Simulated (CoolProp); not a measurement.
Vapour-liquid equilibrium of cyclohexane (1) + n-octane (2) at 380.5 K; x and y are mole fractions of (1).

Values from CoolProp's multi-fluid Helmholtz-energy mixture model, Zhou 2014 and Beckmüller 2019; pair parameters Bell 2016.

| x | bubble pressure, mixture model (MPa) | bubble pressure, Raoult's law (MPa) | y, mixture model | y, Raoult's law |
|---|---|---|---|---|
| 0.05 | 0.06650 | 0.06682 | 0.150 | 0.158 |
| 0.125 | 0.07761 | 0.07824 | 0.325 | 0.338 |
| 0.2 | 0.08885 | 0.08966 | 0.457 | 0.472 |
| 0.275 | 0.1002 | 0.1011 | 0.561 | 0.575 |
| 0.35 | 0.1116 | 0.1125 | 0.644 | 0.658 |
| 0.425 | 0.1230 | 0.1239 | 0.713 | 0.725 |
| 0.5 | 0.1344 | 0.1353 | 0.770 | 0.781 |
| 0.575 | 0.1459 | 0.1468 | 0.818 | 0.829 |
| 0.65 | 0.1573 | 0.1582 | 0.860 | 0.869 |
| 0.725 | 0.1688 | 0.1696 | 0.897 | 0.904 |
| 0.8 | 0.1804 | 0.1810 | 0.929 | 0.935 |
| 0.875 | 0.1920 | 0.1925 | 0.958 | 0.962 |
| 0.95 | 0.2037 | 0.2039 | 0.984 | 0.985 |

The largest gap from Raoult's law is -0.9 % in bubble pressure, at x = 0.2. No azeotrope shows between x = 0.05 and 0.95.

Pair parameters are fitted to limited data, so mixtures are less certain than the pure fluids.
